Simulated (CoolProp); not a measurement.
R13 at 374.1 K and 11.3 MPa is throttled through a valve to 2 MPa with no heat exchange. Each further row changes one setting.

Values from CoolProp's reference Helmholtz-energy equation of state, Platzer 1990. This equation is an older, rougher fit; its heat capacities, sound speeds and derivatives of the liquid may be far off and weren't checked against measurements.

```json
[
 {"case": "as stated", "temperature change (K)": "-68.1", "final density (kg/m³)": "___"},
 {"case": "outlet pressure 0.6 MPa", "temperature change (K)": "___", "final density (kg/m³)": "___"},
 {"case": "outlet pressure 2.6 MPa", "temperature change (K)": "___", "final density (kg/m³)": "___"}
]
```

Complete the blanks.


- as stated, final density (kg/m³): 102
- outlet pressure 0.6 MPa, temperature change (K): -85.7
- outlet pressure 0.6 MPa, final density (kg/m³): 27.9
- outlet pressure 2.6 MPa, temperature change (K): -60.9
- outlet pressure 2.6 MPa, final density (kg/m³): 137
